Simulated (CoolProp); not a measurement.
Vapour-liquid equilibrium of isobutane (1) + acetone (2) at 563 kPa; x and y are mole fractions of (1).

Model: multi-fluid Helmholtz-energy mixture model, Bücker 2006 and Lemmon 2006; pair parameters Bell 2016, in CoolProp.

**Question.** Give the bubble temperature and the first vapour's composition at x = 0.05, 0.35, 0.65. Is there an azeotrope?

**Answer.** x = 0.05: 98.8 °C, y = 0.356; x = 0.35: 54.8 °C, y = 0.847; x = 0.65: 48.2 °C, y = 0.895. No azeotrope shows between x = 0.05 and 0.95.

Pair parameters are fitted to limited data, so mixtures are less certain than the pure fluids. With so large a gap from Raoult's law the liquid may split in two, which this calculation doesn't test in full.
